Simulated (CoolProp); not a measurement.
Vapour-liquid equilibrium of carbon dioxide (1) + isopentane (2) at 243.8 K; x and y are mole fractions of (1).

The numbers come from the multi-fluid Helmholtz-energy mixture model, Span 1996 and Lemmon 2006; pair parameters Kunz 2012 in CoolProp.

| x | bubble pressure, mixture model (kPa) | bubble pressure, Raoult's law (kPa) | y, mixture model | y, Raoult's law |
|---|---|---|---|---|
| 0.05 | 134.4 | 80.65 | 0.940 | 0.905 |
| 0.15 | 377.1 | 225.8 | 0.978 | 0.970 |
| 0.25 | ___ | 370.9 | 0.986 | 0.984 |
| 0.35 | 745.5 | 516.0 | 0.989 | 0.990 |
| 0.45 | 865.1 | 661.1 | 0.991 | 0.993 |
| 0.55 | 957.4 | 806.2 | 0.992 | 0.995 |
| 0.65 | 1040 | 951.3 | 0.993 | 0.997 |
| 0.75 | 1128 | 1096 | 0.995 | 0.998 |
| 0.85 | ___ | 1242 | 0.996 | 0.999 |
| 0.95 | ___ | 1387 | 0.999 | 1.000 |

What belongs in the gaps?


- 0.25, bubble pressure, mixture model (kPa): 584.4
- 0.85, bubble pressure, mixture model (kPa): 1236
- 0.95, bubble pressure, mixture model (kPa): 1376

The largest gap from Raoult's law is +67.0 % in bubble pressure, at x = 0.15. No azeotrope shows between x = 0.05 and 0.95.

The pair parameters rest on a limited set of measurements; away from them the model extrapolates. The gap from Raoult's law changes sign with composition, which may be real or a fault of the pair parameters; it wasn't checked against measurements. With so large a gap from Raoult's law the liquid may split in two, which this calculation doesn't test in full.
